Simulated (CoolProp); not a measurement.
Properties of water at several states.

Model: reference Helmholtz-energy equation of state, Wagner 2002, in CoolProp.

| T (K) | p (kPa) | phase | Z | conductivity (mW/(m K)) |
|---|---|---|---|---|
| 746.8 | 80.7 | gas | 0.9993 | 63.4 |
| 492.3 | 668 | gas | 0.9694 | 36.8 |
| 698.4 | 309 | gas | 0.9965 | 57.8 |
| 942.6 | 30500 | supercritical | 0.8956 | 118 |
| 427.4 | 38.7 | gas | 0.9970 | 29.0 |
| 544.1 | 13000 | liquid | 0.06669 | 602 |

Thermal conductivity comes from a separate model (Huber 2012).
